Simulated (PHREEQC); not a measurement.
TMAH is added in steps, without added water, to 1 kg of water holding 0.082 mol NiSO4 and 0.0083 mol Na2SO4, at 25 °C. Oxygen is held at 0.21 atm. CO2 from the air is kept out. Nothing may precipitate in this run.

Base run: PHREEQC, ion-association model, wateq4f.dat. Each further column changes one thing. The table gives NiSO4 (mol/kgw).

| TMAH added (mol) | base | Na2SO4 from 0.0083 to 0.0166 mol/kgw | solids may form |
|---|---|---|---|
| 0 | 0.0380 | 0.0391 | 0.0380 |
| 0.0165 | 0.0341 | 0.0350 | 0.0350 |
| 0.033 | 0.0306 | 0.0313 | 0.0318 |
| 0.0495 | 0.0270 | 0.0276 | ? |
| 0.066 | 0.0234 | 0.0239 | ? |
| 0.0825 | 0.0198 | 0.0202 | 0.0210 |
| 0.099 | 0.0163 | 0.0166 | ? |
| 0.121 | 0.0117 | 0.0119 | 0.0115 |
| 0.1375 | 0.00839 | 0.00857 | 0.00719 |
| 0.154 | 0.00542 | 0.00555 | 0.00275 |
| 0.1705 | 0.00294 | 0.00303 | ? |
| 0.187 | 0.00120 | 0.00125 | 1.07e-13 |
| 0.2035 | 0.000337 | 0.000354 | 3.60e-14 |
| 0.22 | 5.98e-5 | 6.33e-5 | 1.77e-14 |

### Question
What belongs in the gaps?

### Answer

- 0.0495, solids may form: 0.0284
- 0.066, solids may form: 0.0248
- 0.099, solids may form: 0.0170
- 0.1705, solids may form: 1.36e-12

In at least one series the solution becomes supersaturated in solids that the run did not let form, among them Ni(OH)2, Ni4(OH)6SO4. (CH3)4N+ isn't in the database: it is added as a free cation with an ion size of 4 Å. The database's Ni(OH)2 is the aged solid; a fresh precipitate is more soluble. Solids allowed in the column 'solids may form': Ni(OH)2, Ni4(OH)6SO4, Mirabilite, Morenosite.
